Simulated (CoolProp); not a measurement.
R404A at several states: density (kg/m³) from the reference equation and from simpler models built on Tc = 345.3 K, pc = 3.735 MPa, ω = 0.293; each cubic takes its own stable root.

Computed with CoolProp (reference Helmholtz-energy equation of state, Lemmon 2003). It is a pseudo-pure fit of the blend.

```csv
T (K),p (MPa),phase,reference,van der Waals,Redlich-Kwong,Soave-Redlich-Kwong,Peng-Robinson
251.4,2,liquid,1235,717.4,[?],1079,1221
407,0.415,gas,12.25,12.24,12.26,12.23,12.27
239.1,8.6,liquid,[?],778.3,1105,1143,1288
478.6,0.114,gas,2.805,2.807,2.807,2.804,2.806
449.8,4.19,supercritical,129.6,135.2,[?],126.0,129.9
236.3,1.92,liquid,1283,744.3,[?],1124,1271
```

Question: Fill in the missing entries.

Answer: 
- 251.4, Redlich-Kwong: 1031
- 239.1, reference: 1295
- 449.8, Redlich-Kwong: 132.7
- 236.3, Redlich-Kwong: 1078
